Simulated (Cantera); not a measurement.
Cantera run:

```python
import numpy as np
import cantera as ct

gas_names = """
    Cr CrN CrO CrO2 CrO3 H HNO HNO2 HNO3 HO2 H2 H2O H2O2 N NH NH2 NH3 NH2OH NO NO2 NO3 N2 N2H2 N2H4 N2O
    O OH O2 O3
""".split()
cond_names = """
    Cr(cr) Cr(L) CrN(s) Cr2N(s) Cr2O3(s) Cr2O3(L) H2O(s) H2O(L)
""".split()


# ... load() reads the species with a 1 bar reference pressure and builds the phases ...
atoms = {
    'Cr': {'Cr': 1},
    'N2O': {'N': 2, 'O': 1},
    'H2': {'H': 2},
}
top_T = {'CrN(s)': 1900, 'Cr2N(s)': 1900}  # K; cautious upper limits of use, not melting points


# ... equilibrate(T, P, feed) seeds the gas with the atoms and calls Mixture.equilibrate('TP', solver="vcs", rtol=1e-11, max_steps=5000) ...
results = []
feed = {'Cr': 1, 'N2O': 0.17, 'H2': 310}  # mol
T = 1423.15  # K
P = 100000  # Pa
mix = equilibrate(T, P, feed)
results.append((T, P, feed, dict(zip(mix.species_names, mix.species_moles))))
x = sorted(zip(gas.X, gas.species_names), reverse=True)
print(f"T = {T:g} K  P = {P:g} Pa  gas = {mix.phase_moles(0):.4g} mol")
print("   x: " + "  ".join(f"{s} {v:.3e}" for v, s in x if v > 1e-05))
print("   condensed (mol): " + ("  ".join(f"{mix.phase(i).name} {mix.phase_moles(i):.4g}"
      for i in range(1, mix.n_phases) if mix.phase_moles(i) > 1e-12) or "none"))
```

Output:

```
T = 1423.15 K  P = 100000 Pa  gas = 310.2 mol
   x: H2 9.989e-01  H2O 5.481e-04  N2 5.472e-04
   condensed (mol): Cr(cr) 1
```

Method: chemical equilibrium by Gibbs-energy minimisation in Cantera with the NASA 1993 tables (ideal gas, pure condensed phases).
